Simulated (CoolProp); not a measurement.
Vapour-liquid equilibrium of R125 (1) + fluoroethane (R161) (2) at 258.1 K; x and y are mole fractions of (1).

Values from CoolProp's multi-fluid Helmholtz-energy mixture model, Lemmon 2005 and Wu 2012; pair parameters Bell 2016.

```csv
x,"bubble pressure, mixture model (kPa)","bubble pressure, Raoult's law (kPa)","y, mixture model","y, Raoult's law"
0.05,262.8,264.8,0.069,0.076
0.125,272.7,275.8,0.175,0.183
0.2,284.3,286.8,0.278,0.282
0.275,297.2,297.8,0.376,0.373
0.35,310.7,308.9,0.466,0.458
0.425,324.4,319.9,0.547,0.537
0.5,337.8,330.9,0.620,0.611
0.575,350.5,341.9,0.685,0.680
0.65,362.5,352.9,0.744,0.745
0.725,373.4,363.9,0.799,0.805
0.8,383.4,374.9,0.852,0.863
0.875,392.3,385.9,0.905,0.917
0.95,399.9,396.9,0.960,0.968
```

The largest gap from Raoult's law is +2.7 % in bubble pressure, at x = 0.65. No azeotrope shows between x = 0.05 and 0.95.

Pair parameters are fitted to limited data, so mixtures are less certain than the pure fluids. The gap from Raoult's law changes sign with composition, which may be real or a fault of the pair parameters; it wasn't checked against measurements.
